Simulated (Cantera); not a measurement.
Cantera run:

```python
import numpy as np
import cantera as ct

gas_names = """
    B BH BH2 BH3 BN BO BO2 B2 B2O B2O2 B2O3 B3O3H3 H HBO HBO2 HNO HNO2 HNO3 HO2 H2 H2O H2O2 H3B3O6 N NH
    NH2 NH3 NH2OH NO NO2 NO3 N2 N2H2 N2H4 N2O O OH O2 O3
""".split()
cond_names = """
    B(b) B(L) BN(s) B2O3(L) B3O3H3(cr) H2O(s) H2O(L)
""".split()


# ... load() reads the species with a 1 bar reference pressure and builds the phases ...
atoms = {
    'BN': {'B': 1, 'N': 1},
    'O2': {'O': 2},
    'H2': {'H': 2},
}
top_T = {'BN(s)': 3200}  # K; cautious upper limits of use, not melting points


# ... equilibrate(T, P, feed) seeds the gas with the atoms and calls Mixture.equilibrate('TP', solver="vcs", rtol=1e-11, max_steps=5000) ...
results = []
feed = {'BN': 1, 'O2': 5.5, 'H2': 0.38}  # mol
P = 100000  # Pa
for T in [1548, 1598, 1648, 1698, 1748, 1798, 1848]:
    mix = equilibrate(T, P, feed)
    results.append((T, P, feed, dict(zip(mix.species_names, mix.species_moles))))
    x = sorted(zip(gas.X, gas.species_names), reverse=True)
    print(f"T = {T:g} K  P = {P:g} Pa  gas = {mix.phase_moles(0):.4g} mol")
    print("   x: " + "  ".join(f"{s} {v:.3e}" for v, s in x if v > 0.001))
    print("   condensed (mol): " + ("  ".join(f"{mix.phase(i).name} {mix.phase_moles(i):.4g}"
          for i in range(1, mix.n_phases) if mix.phase_moles(i) > 1e-12) or "none"))
```

It prints:

```
T = 1548 K  P = 100000 Pa  gas = 5.466 mol
   x: O2 8.337e-01  N2 9.095e-02  H2O 6.470e-02  HBO2 9.304e-03  NO 1.040e-03
   condensed (mol): B2O3(L) 0.4736
T = 1598 K  P = 100000 Pa  gas = 5.478 mol
   x: O2 8.316e-01  N2 9.061e-02  H2O 6.237e-02  HBO2 1.363e-02  NO 1.295e-03
   condensed (mol): B2O3(L) 0.4613
T = 1648 K  P = 100000 Pa  gas = 5.496 mol
   x: O2 8.288e-01  N2 9.018e-02  H2O 5.928e-02  HBO2 1.931e-02  NO 1.589e-03
   condensed (mol): B2O3(L) 0.4444
T = 1698 K  P = 100000 Pa  gas = 5.519 mol
   x: O2 8.251e-01  N2 8.963e-02  H2O 5.536e-02  HBO2 2.650e-02  NO 1.925e-03
   condensed (mol): B2O3(L) 0.4218
T = 1748 K  P = 100000 Pa  gas = 5.549 mol
   x: O2 8.203e-01  N2 8.895e-02  H2O 5.058e-02  HBO2 3.520e-02  NO 2.301e-03  B2O3 1.626e-03
   condensed (mol): B2O3(L) 0.3919
T = 1798 K  P = 100000 Pa  gas = 5.589 mol
   x: O2 8.140e-01  N2 8.809e-02  HBO2 4.523e-02  H2O 4.501e-02  B2O3 3.334e-03  NO 2.717e-03
   condensed (mol): B2O3(L) 0.3526
T = 1848 K  P = 100000 Pa  gas = 5.643 mol
   x: O2 8.058e-01  N2 8.701e-02  HBO2 5.620e-02  H2O 3.881e-02  B2O3 6.559e-03  NO 3.171e-03  BO2 1.401e-03
   condensed (mol): B2O3(L) 0.3003
```

Equilibrium computed with Cantera from the NASA thermochemical tables; the gas is ideal and each condensed phase is pure. Gases not in the tables: H3BO3.
